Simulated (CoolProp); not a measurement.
Computed with CoolProp (reference Helmholtz-energy equation of state, Lemmon 2006). It is a short technical equation, of lower accuracy than the large ones.

Give the vapour pressure (MPa), liquid density (kg/m³), vapour density (kg/m³), enthalpy of vaporisation (kJ/kg) of saturated acetone at 63.75, 69.55 °C.


```csv
T (°C),p (MPa),liquid density (kg/m³),vapour density (kg/m³),enthalpy of vaporisation (kJ/kg)
63.75,0.131,740,2.89,493
69.55,0.157,733,3.44,486
```
